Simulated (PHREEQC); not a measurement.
A solution holds 0.01 mol/kgw CuSO4 and 0.0081 mol/kgw NaCl, at 33 °C. Closed to the air; pH follows from the charge balance.

Equilibrium calculation in PHREEQC: ion-association model, wateq4f.dat.

| quantity | before | after |
|---|---|---|
| pH | 4.81 | 4.39 |
| ionic strength (mol/kgw) | 0.0365 | 0.0349 |
| SO4-2 (mol/kgw) | 0.00708 | 0.00690 |
| HSO4- (mol/kgw) | 7.56e-6 | 6.46e-5 |

Task: What was changed between the two runs?
(A) 0.015 mol/kgw TMAH added
(B) CuSO4 replaced by Na2SO4 at the same molality
(C) NaCl from 0.0081 to 0.00405 mol/kgw
(D) temperature from 33 to 80 °C
(E) NaCl from 0.0081 to 0.00891 mol/kgw

Result: D, temperature from 33 to 80 °C

No solid was allowed to form. Some of these states are supersaturated (in Atacamite, Tenorite (slow to form), for instance). At this temperature some constants are extrapolated from 25 °C, and those without enthalpy data are left unchanged.
